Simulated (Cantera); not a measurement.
**Thermodynamics of fluorocarbon and chlorocarbon gases, feed C2F6 + CH4 + H2**

Feed: 1 mol C2F6, 0.38 mol CH4, 1.7 mol H2, held at 40.0 Pa.

These are equilibrium values from Cantera (NASA tables, ideal gas, pure condensed phases), not measurements of a reactor. Candidate condensed phases: C, C6H6, C7H8, C8H18; 95 gas species. The feed counts by its element totals alone. Gases not in the tables: C2F6 and larger saturated fluorocarbons. Equilibrium is a limit: real reactors are often held back by kinetics, nucleation or transport.

```
T (K)   x HF   x CF4       x F     x CF2     x CF3      x CF       x H   x CHF3  n C(graphite)
-----  -----  ------  --------  --------  --------  --------  --------  -------  -------------
1148   0.948  0.0520   1.40e-7   4.91e-7   9.01e-8    <1e-12  8.69e-11  6.64e-8           2.11
1198   0.948  0.0520   5.56e-7   1.68e-6   2.44e-7  2.97e-12  2.77e-10  8.00e-8           2.11
1248   0.948  0.0520   1.98e-6   5.21e-6   6.10e-7  2.11e-11  8.06e-10  9.50e-8           2.11
1298   0.948  0.0520   6.42e-6   1.48e-5   1.42e-6  1.28e-10   2.16e-9  1.11e-7           2.11
1348   0.948  0.0520   1.90e-5   3.88e-5   3.10e-6  6.81e-10   5.40e-9  1.29e-7           2.11
1398   0.948  0.0520   5.23e-5   9.48e-5   6.40e-6   3.21e-9   1.27e-8  1.48e-7           2.11
1448   0.948  0.0519  0.000134  0.000218   1.25e-5   1.36e-8   2.80e-8  1.68e-7           2.11
1498   0.948  0.0517  0.000321  0.000471   2.35e-5   5.20e-8   5.89e-8  1.89e-7           2.11
1548   0.947  0.0513  0.000729  0.000968   4.20e-5   1.83e-7   1.18e-7  2.10e-7           2.11
1598   0.946  0.0505   0.00157   0.00189   7.20e-5   5.91e-7   2.28e-7  2.32e-7           2.11
1648   0.944  0.0491   0.00321   0.00353  0.000118   1.77e-6   4.23e-7  2.52e-7           2.10
1698   0.941  0.0468   0.00626   0.00625  0.000185   4.95e-6   7.61e-7  2.69e-7           2.10
```
x: gas mole fraction; n: condensed amount in mol.

From 1148 K to 1698 K the condensed part is C(graphite). The main C-bearing gas is CF4 throughout.
